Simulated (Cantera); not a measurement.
Feed: 1 mol H2S, 1.9 mol H2, equilibrated at 1.20 mbar.

Equilibrium computed with Cantera from the NASA thermochemical tables; the gas is ideal and each condensed phase is pure. Candidate condensed phases: S; 7 gas species. Equilibrium is a limit: real reactors are often held back by kinetics, nucleation or transport.

x: gas mole fraction; nothing condenses.

```json
[
 {"T (K)": "1398", "x H2": "0.817", "x S2": "0.120", "x H2S": "0.0604", "x SH": "0.00328", "x H": "0.000123", "x S": "0.000114"},
 {"T (K)": "1473", "x H2": "0.826", "x S2": "0.126", "x H2S": "0.0422", "x SH": "0.00470", "x H": "0.000332", "x S": "0.000304"},
 {"T (K)": "1548", "x H2": "0.831", "x S2": "0.131", "x H2S": "0.0302", "x SH": "0.00642", "x H": "0.000810", "x S": "0.000728"},
 {"T (K)": "1623", "x H2": "0.834", "x S2": "0.132", "x H2S": "?", "x SH": "?", "x H": "?", "x S": "?"},
 {"T (K)": "1698", "x H2": "0.833", "x S2": "0.133", "x H2S": "0.0164", "x SH": "0.0108", "x H": "0.00381", "x S": "0.00326"},
 {"T (K)": "1773", "x H2": "0.830", "x S2": "0.131", "x H2S": "?", "x SH": "?", "x H": "?", "x S": "?"},
 {"T (K)": "1848", "x H2": "0.822", "x S2": "0.128", "x H2S": "0.00940", "x SH": "0.0161", "x H": "0.0139", "x S": "0.0112"}
]
```

### Question
Fill in the missing entries.

### Answer

- 1773, x H2S: 0.0123
- 1773, x SH: 0.0133
- 1773, x H: 0.00748
- 1773, x S: 0.00622
- 1623, x H2S: 0.0220
- 1623, x SH: 0.00845
- 1623, x H: 0.00182
- 1623, x S: 0.00160
